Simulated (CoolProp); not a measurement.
Fluoroethane (R161) along the isobar 1.22 bar: Z from the reference equation and from simpler models built on Tc = 102.1 °C, pc = 50.10 bar, ω = 0.216; each cubic takes its own stable root.

Model: reference Helmholtz-energy equation of state, Wu 2012, in CoolProp.

```tsv
T (°C)	phase	reference
-137.05	liquid	0.005460
-97.85	liquid	0.004479
-58.55	liquid	0.003881
-19.35	gas	0.9677
19.95	gas	0.9801
59.15	gas	0.9870
98.35	gas	0.9911
137.65	gas	0.9936
176.85	gas	0.9953
```

Problem. How far does each simpler model (van der Waals, Redlich-Kwong, Soave-Redlich-Kwong, Peng-Robinson) lie from the reference over these 9 states: mean and median of the absolute difference, and the worst?

Solution. 
- van der Waals: mean 2792.0 %, median 0.7 %, worst +24976.0 % at -58.55 °C and 1.22 bar
- Redlich-Kwong: mean 6.0 %, median 0.3 %, worst +18.3 % at -58.55 °C and 1.22 bar
- Soave-Redlich-Kwong: mean 5.5 %, median 0.2 %, worst +16.8 % at -137.05 °C and 1.22 bar
- Peng-Robinson: mean 1.2 %, median 0.1 %, worst +4.2 % at -137.05 °C and 1.22 bar

At some of these states van der Waals gives the other phase, because its saturation line lies elsewhere.
